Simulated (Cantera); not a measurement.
Charge: 1 mol Si₂H₆, 0.28 mol O₂, 6 mol H₂, held at 100 Torr.

These are equilibrium values from Cantera (NASA tables, ideal gas, pure condensed phases), not measurements of a reactor. Candidate condensed phases: H₂O, Si, SiO₂; 18 gas species. The feed counts by its element totals alone. Mutual solubility and eutectic melting of coexisting phases are not modelled. The tables hold silica as quartz up to 1696 K and as liquid above; real silica turns to tridymite and cristobalite and melts near 1996 K. Gases not in the tables: Si₂H₆ and higher silanes. Kinetics and transport are ignored.

x: gas mole fraction; n: condensed amount in mol.

| T (°C) | x H₂ | x SiO | x H | x Si | x SiH₂ | x SiH | n Si(s) | n SiO₂(β-quartz) | n Si(l) |
|---|---|---|---|---|---|---|---|---|---|
| 902 | 1.000 | 1.93e-6 | 3.36e-7 | 4.01e-12 | 7.10e-9 | 2.59e-11 | 1.72 | 0.280 | 0 |
| 1002 | 1.000 | 3.06e-5 | 2.02e-6 | 1.45e-10 | 4.94e-8 | 5.04e-10 | 1.72 | 0.280 | 0 |
| 1102 | 1.000 | 0.000322 | 9.38e-6 | 3.08e-9 | 2.58e-7 | 6.33e-9 | 1.72 | 0.279 | 0 |
| 1202 | 0.998 | ? | ? | ? | ? | ? | 1.71 | 0.269 | 0 |
| 1302 | 0.986 | 0.0142 | 0.000113 | 4.31e-7 | 3.70e-6 | 3.73e-7 | 1.65 | 0.215 | 0 |
| 1402 | 0.941 | 0.0586 | 0.000308 | 3.26e-6 | 1.06e-5 | 1.94e-6 | 1.44 | 0 | 0 |
| 1502 | 0.941 | 0.0585 | 0.000769 | 1.65e-5 | 2.35e-5 | 7.16e-6 | 0 | 0 | 1.44 |
| 1602 | 0.940 | 0.0585 | ? | ? | ? | ? | 0 | 0 | 1.44 |
| 1702 | 0.938 | 0.0584 | 0.00363 | 0.000242 | 8.62e-5 | 6.17e-5 | 0 | 0 | 1.44 |

### Question
What belongs in the gaps?

### Answer

- 1602, x H: 0.00174
- 1602, x Si: 6.79e-5
- 1602, x SiH₂: 4.67e-5
- 1602, x SiH: 2.23e-5
- 1202, x SiO: 0.00245
- 1202, x H: 3.55e-5
- 1202, x Si: 4.31e-8
- 1202, x SiH₂: 1.08e-6
- 1202, x SiH: 5.61e-8
